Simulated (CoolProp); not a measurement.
Vapour-liquid equilibrium of R142b (1) + R113 (2) at 631 kPa; x and y are mole fractions of (1).

The numbers come from the multi-fluid Helmholtz-energy mixture model, Lemmon 2006 and Marx 1992; pair parameters Bell 2016 in CoolProp.

```csv
x,bubble temperature (K),y at the bubble point,dew temperature at overall composition x (K),liquid density (mol/L)
0.05,381.8,0.175,387.4,7.233
0.125,___,0.376,384.1,7.506
0.2,363.1,0.521,380.6,7.765
0.275,355.9,0.627,___,8.012
0.35,349.9,0.707,373.0,8.252
0.425,344.8,0.767,368.9,8.488
0.5,340.3,0.815,364.4,8.723
0.575,___,0.854,359.6,8.961
0.65,___,0.887,354.3,___
0.725,329.9,0.915,348.4,___
0.8,327.0,0.941,341.8,9.714
0.875,324.4,0.964,334.3,9.986
0.95,321.8,___,326.0,10.27
```

Question: Some entries are withheld; supply them.

Answer: 
- 0.125, bubble temperature (K): 371.6
- 0.275, dew temperature at overall composition x (K): 376.9
- 0.575, bubble temperature (K): 336.5
- 0.65, bubble temperature (K): 333.0
- 0.65, liquid density (mol/L): 9.204
- 0.725, liquid density (mol/L): 9.454
- 0.95, y at the bubble point: 0.986

No azeotrope shows between x = 0.05 and 0.95.

The pair parameters rest on a limited set of measurements; away from them the model extrapolates.
